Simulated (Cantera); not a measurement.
Source: NASA polynomial tables (part measured, part estimated), evaluated in Cantera. Values are per mole of reaction as written; species without (g) are pure solids or liquids, kept so even where they would boil at 1 bar.

Between 300 and 598 K, where is each reaction favourable under standard conditions?
- NiS₂ + 2 NiS ⇌ Ni₃S₄


- NiS₂ + 2 NiS ⇌ Ni₃S₄: ΔG° is 3 kJ at 300 K and 0 kJ at 598 K; it stays positive (K < 1). ΔH° is 9 kJ and ΔS° 14 J/K at 598 K.
